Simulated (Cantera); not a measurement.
Input: 1 mol MgCO₃, 0.21 mol H₂S, 2.8 mol H₂O, equilibrated at 998.15 K and 1 atm.

Equilibrium computed with Cantera from the NASA thermochemical tables; the gas is ideal and each condensed phase is pure. Candidate condensed phases: C, C₆H₆, C₇H₈, C₈H₁₈, H₂O, H₂SO₄, Mg, MgCO₃, MgO, Mg(OH)₂, MgS, MgSO₄, S; 130 gas species. Gases not in the tables: S₃ to S₇. Rates play no part.

Base state: H₂O 0.693, CO₂ 0.246, H₂S 0.0462, H₂ 0.00834, SO₂ 0.00239, CO 0.00205, S₂ 0.00158, COS 0.000358 (mole fractions); condensed: MgO(s).

### Question
What changes in the equilibrium state with this change: H₂S from 0.21 to 0.12 mol?

### Answer
| species | before | after |
|---|---|---|
| H₂O | 0.693 | 0.709 |
| CO₂ | 0.246 | 0.252 |
| H₂S | 0.0462 | 0.0264 |
| S₂ | 0.00158 | 0.000730 |
| S₂O | 2.26e-5 | 1.28e-5 |
| COS | 0.000358 | 0.000205 |
| H₂ | 0.00834 | 0.00701 |
| CO | 0.00205 | 0.00172 |
| MgO(s), mol | 1.00 | 1.00 |
